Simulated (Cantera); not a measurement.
Thermodynamics of aluminium and copper etching, feed Al + Cl₂ + N₂

Feed: 1 mol Al, 3 mol Cl₂, 2.6 mol N₂, equilibrated at 7.50 mbar.

Method: chemical equilibrium by Gibbs-energy minimisation in Cantera with the NASA 1993 tables (ideal gas, pure condensed phases). Candidate condensed phases: Al, AlCl₃, AlN; 11 gas species. Equilibrium is a limit: real reactors are often held back by kinetics, nucleation or transport.

From 200 °C to 1200 °C nothing is condensed. The main Al-bearing gas is Al₂Cl₆ at 200 °C and AlCl₃ at 1200 °C.

| T (°C) | log p N₂ | log p Cl₂ | log p Cl | log p AlCl₃ | log p Al₂Cl₆ |
|---|---|---|---|---|---|
| 200 | -2.37 | -2.61 | -11.88 | -4.55 | -3.10 |
| 300 | -2.38 | -2.62 | -9.52 | -3.43 | -3.22 |
| 400 | -2.41 | -2.65 | -7.87 | -2.92 | -3.84 |
| 500 | -2.42 | -2.66 | -6.64 | -2.84 | -4.88 |
| 600 | -2.42 | -2.66 | -5.68 | -2.83 | -5.79 |
| 700 | -2.42 | -2.66 | -4.92 | -2.83 | -6.50 |
| 800 | -2.42 | -2.66 | -4.30 | -2.83 | -7.08 |
| 900 | -2.42 | -2.68 | -3.79 | -2.84 | -7.55 |
| 1000 | -2.43 | -2.71 | -3.37 | -2.85 | -7.96 |
| 1100 | -2.45 | -2.79 | -3.04 | -2.86 | -8.32 |
| 1200 | -2.47 | -2.94 | -2.78 | -2.88 | -8.64 |
log p: log10 of the partial pressure in bar; nothing condenses.
